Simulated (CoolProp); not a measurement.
Vapour-liquid equilibrium of C2F6 (R116) (1) + R143a (2) at -17.35 °C; x and y are mole fractions of (1).

The numbers come from the multi-fluid Helmholtz-energy mixture model, Lemmon 2006 and Lemmon and Jacobsen 2000; pair parameters Bell 2016 in CoolProp.

Q: Give the bubble pressure and the first vapour's composition at x = 0.05, 0.45, 0.55. Is there an azeotrope?

A: x = 0.05: 446.8 kPa, y = 0.237; x = 0.45: 909.6 kPa, y = 0.706; x = 0.55: 969.6 kPa, y = 0.748. No azeotrope shows between x = 0.05 and 0.95.

The pair parameters rest on a limited set of measurements; away from them the model extrapolates.
